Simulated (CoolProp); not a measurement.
The numbers come from the reference Helmholtz-energy equation of state, de Reuck 1990 in CoolProp.

Problem. Give the vapour pressure (bar), enthalpy of vaporisation (kJ/kg), vapour Z, surface tension (mN/m) of saturated fluorine at -163.85, -155.35 °C.

Solution. 
```
T (°C)   p (bar)  enthalpy of vaporisation (kJ/kg)  vapour Z  surface tension (mN/m)
-------  -------  --------------------------------  --------  ----------------------
-163.85     8.48                               146     0.857                    7.11
-155.35     14.4                               132     0.795                    5.07
```

Surface tension comes from a separate correlation (Mulero 2012).
